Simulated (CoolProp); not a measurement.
A simple Rankine cycle with R124: condensing at 312.15 K, boiler at 2.49 MPa, turbine inlet 469 K, turbine efficiency 0.65, pump efficiency 0.8, no recuperator. Each further row changes one setting.

The numbers come from the reference Helmholtz-energy equation of state, de Vries 1995 in CoolProp.

```tsv
case	thermal efficiency (%)	net work (kJ/kg)	heat in (kJ/kg)	turbine exit temperature (K)	volume ratio over the turbine
as stated	8.2	21.6	264	431.9	…
condensing temperature 304.15 K	9.2	25.2	274	427.1	5.53
boiler pressure 1.74 MPa	6.4	17.3	270	442.5	3.02
turbine efficiency 0.55	6.8	…	264	…	4.46
```

Some entries are withheld; supply them.


- as stated, volume ratio over the turbine: 4.41
- turbine efficiency 0.55, net work (kJ/kg): 18.0
- turbine efficiency 0.55, turbine exit temperature (K): 435.8
